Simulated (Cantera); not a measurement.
A closed system holds: 1 mol FeS, 4.5 mol SO3, 0.063 mol O2, 0.11 mol H2S, equilibrated at 21.0 mbar.

Cantera equilibrium calculation (NASA polynomials, part measured and part estimated; ideal gas, pure solids and liquids). Candidate condensed phases: Fe, FeO, Fe(OH)2, Fe(OH)3, FeS, FeSO4, FeS2, Fe2O3, Fe2(SO4)3, Fe3O4, H2O, H2SO4, S; 22 gas species. Rates play no part.

### Question
Which condensed phases are stable at each of these points (T (K)): 775, 825, 875, 925, 975, 1025, 1075, 1125, 1175?

### Answer
```csv
T (K),condensed phases,Fe condensed (%)
775,Fe2O3(s) + Fe2(SO4)3(s),100.0
825,Fe2O3(s) + Fe2(SO4)3(s),100.0
875,Fe2O3(s),100.0
925,Fe2O3(s),100.0
975,Fe2O3(s),100.0
1025,Fe2O3(s),100.0
1075,Fe2O3(s),100.0
1125,Fe2O3(s),100.0
1175,Fe2O3(s),100.0
```

From 775 K to 825 K the condensed part is Fe2O3(s) + Fe2(SO4)3(s). From 875 K to 1175 K the condensed part is Fe2O3(s).
